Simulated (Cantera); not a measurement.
Input: 1 mol V2O3, 46 mol H2, 0.093 mol H2O, at 2023 K and 20000 Pa.

These are equilibrium values from Cantera (NASA tables, ideal gas, pure condensed phases), not measurements of a reactor. Candidate condensed phases: H2O, V, VO, V2O3, V2O4, V2O5; 12 gas species. VO: taken at fixed stoichiometry. Equilibrium is a limit: real reactors are often held back by kinetics, nucleation or transport.

**Question.** What is the equilibrium state?

**Answer.** 
| Property | Result |
|---|---|
| x(H2) | 0.972 |
| x(H2O) | 0.0236 |
| x(H) | 0.00419 |
| x(VO2) | 7.22e-5 |
| x(VO) | 1.38e-5 |
| x(OH) | 1.06e-5 |
| n(VO(s)) | 2.00 mol |
| gas amount | 46.19 mol |
| log10 activity of V(s) (absent) | -1.81 |
| log10 activity of V2O5(l) (absent) | -8.46 |
